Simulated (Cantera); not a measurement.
Charge: 1 mol Si, 1.3 mol N2O, 82 mol H2, 0.0033 mol O2, held at 8.90 bar.

Method: chemical equilibrium by Gibbs-energy minimisation in Cantera with the NASA 1993 tables (ideal gas, pure condensed phases). Candidate condensed phases: H2O, Si, SiO2, Si2N2O, Si3N4; 35 gas species. Mutual solubility and eutectic melting of coexisting phases are not modelled. The tables hold silica as quartz up to 1696 K and as liquid above; real silica turns to tridymite and cristobalite and melts near 1996 K. Rates play no part.

Question: What share of the Si ends up in condensed phases as a function of T (K), at 1200, 1300, 1400, 1500, 1600, 1700, 1800, 1900, 2000?

Answer: 
| T (K) | Si condensed (%) | as |
|---|---|---|
| 1200 | 100.0 | SiO2(β-quartz) + Si2N2O(s) |
| 1300 | 100.0 | SiO2(β-quartz) + Si2N2O(s) |
| 1400 | 100.0 | SiO2(β-quartz) + Si2N2O(s) |
| 1500 | 100.0 | SiO2(β-quartz) + Si2N2O(s) |
| 1600 | 99.9 | SiO2(β-quartz) + Si2N2O(s) |
| 1700 | 99.5 | SiO2(condensed) + Si2N2O(s) |
| 1800 | 96.7 | SiO2(condensed) + Si2N2O(s) |
| 1900 | 81.5 | SiO2(condensed) + Si2N2O(s) |
| 2000 | 23.4 | SiO2(l) |
